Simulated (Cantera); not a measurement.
Input: 1 mol SiHCl₃, 6.2 mol NH₃, held at 775 K and 36.0 Torr.

Method: chemical equilibrium by Gibbs-energy minimisation in Cantera with the NASA 1993 tables (ideal gas, pure condensed phases). Candidate condensed phases: NH₄Cl, Si, Si₃N₄; 28 gas species. Rates play no part.

Base state: H₂ 0.615, HCl 0.200, N₂ 0.181, SiCl₄ 0.00480, NH₃ 3.81e-5 (mole fractions); condensed: Si₃N₄(s).

Problem. What changes in the equilibrium state with this change: temperature from 775 K to 1173 K?

Solution. 
```
species         before    after
-------------  -------  -------
H₂               0.615    0.607
HCl              0.200    0.214
N₂               0.181    0.178
SiCl₄          0.00480  0.00110
SiCl₂            <1e-9  2.16e-5
SiCl₃          2.29e-8  4.90e-5
NH₃            3.81e-5  2.08e-6
Si₃N₄(s), mol    0.311    0.328
```
The tables' values for SiCl₃ are old estimates; treat these amounts as uncertain.
